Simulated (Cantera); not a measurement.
Equilibrium for boron, boron nitride and boron oxide: B₂O₃ + NH₃ + N₂

Input: 1 mol B₂O₃, 2 mol NH₃, 25 mol N₂, held at 3.80 mbar.

These are equilibrium values from Cantera (NASA tables, ideal gas, pure condensed phases), not measurements of a reactor. Candidate condensed phases: B, BN, B₂O₃, B₃O₃H₃, H₂O; 39 gas species. Mutual solubility and eutectic melting of coexisting phases are not modelled. Rates play no part.

```tsv
T (°C)	x N₂	x H₂	x HBO₂	x B₂O₃	x HBO	n BN(s)	n B₂O₃(l)
627	0.897	0.103	5.10e-7	4.22e-12	3.55e-10	0.00301	0.998
677	0.897	0.103	1.74e-6	7.06e-11	2.82e-9	0.00298	0.998
727	0.897	0.103	5.22e-6	8.82e-10	1.81e-8	0.00296	0.998
777	0.897	0.103	1.40e-5	8.58e-9	9.67e-8	0.00299	0.998
827	0.897	0.103	3.40e-5	6.73e-8	4.42e-7	0.00312	0.998
877	0.897	0.103	7.62e-5	4.38e-7	1.77e-6	0.00346	0.997
927	0.896	0.103	0.000159	2.42e-6	6.26e-6	0.00415	0.995
977	0.896	0.103	0.000310	1.16e-5	2.00e-5	0.00542	0.992
1027	0.896	0.103	0.000574	4.90e-5	5.82e-5	0.00752	0.986
1077	0.896	0.103	0.00101	0.000185	0.000156	0.0107	0.972
1127	0.895	0.102	0.00169	0.000632	0.000389	0.0148	0.944
1177	0.893	0.101	0.00273	0.00198	0.000905	0.0186	0.878
```
x: gas mole fraction; n: condensed amount in mol.

From 627 °C to 1177 °C the condensed part is BN(s) + B₂O₃(l). The main B-bearing gas is HBO₂ at 627 °C and B₂O₃ at 1177 °C.
